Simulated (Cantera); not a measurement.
A closed system holds: 1 mol PbCl2, 6.7 mol H2, equilibrated at 800 °C and 1.00 bar.

Method: chemical equilibrium by Gibbs-energy minimisation in Cantera with the NASA 1993 tables (ideal gas, pure condensed phases). Candidate condensed phases: Pb, PbCl2; 10 gas species. The tables' values for PbCl4 are old estimates; treat these amounts as uncertain. The numbers say what is thermodynamically allowed, not how fast it happens.

Base state: H2 0.779, HCl 0.188, PbCl2 0.0251, PbCl4 0.00476, PbCl 0.00361, Pb 7.31e-5 (mole fractions); condensed: Pb(l).

Question: What changes in the equilibrium state with this change: PbCl2 replaced by NaI?

Answer: 
```json
[
 {"species": "H2", "before": "0.779", "after": "0.997"},
 {"species": "NaI", "before": "0", "after": "0.00316"},
 {"species": "HCl", "before": "0.188", "after": "0"},
 {"species": "PbCl2", "before": "0.0251", "after": "0"},
 {"species": "PbCl4", "before": "0.00476", "after": "0"},
 {"species": "PbCl", "before": "0.00361", "after": "0"},
 {"species": "Pb", "before": "7.31e-5", "after": "0"},
 {"species": "Pb(l), mol", "before": "0.743", "after": "0"},
 {"species": "NaI(l), mol", "before": "0", "after": "0.979"}
]
```
Gases not in the tables: NaBr and NaI dimers. Further candidate phases: I2, Na, NaI.
